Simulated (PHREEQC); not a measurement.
Consider water at 21 °C with 1.2 mmol/kgw HF, 5.1 mmol/kgw KF and 0.16 mmol/kgw H2SO4. Closed to the air; pH follows from the charge balance.

Model: ion-association model, phreeqc.dat, run in PHREEQC.

| quantity | before | after |
|---|---|---|
| pH | 3.70 | 3.73 |
| ionic strength (mol/kgw) | 0.00547 | 0.00575 |
| F- (mol/kgw) | 0.00497 | 0.00413 |
| HF (mol/kgw) | 0.00128 | 0.000981 |
| SO4-2 (mol/kgw) | 0.000154 | 0.000463 |
| HF2- (mol/kgw) | 2.36e-5 | 1.50e-5 |

Task: Which change was made?
(A) temperature from 21 to 85 °C
(B) temperature from 21 to 90 °C
(C) H2SO4 from 0.00016 to 0.000144 mol/kgw
(D) H2SO4 replaced by Al2(SO4)3 at the same molality
(E) HF left out

Result: D, H2SO4 replaced by Al2(SO4)3 at the same molality

This is a speciation only: nothing precipitates in the calculation. Fluoro complexes past AlF4- and FeF3 are missing from the database.
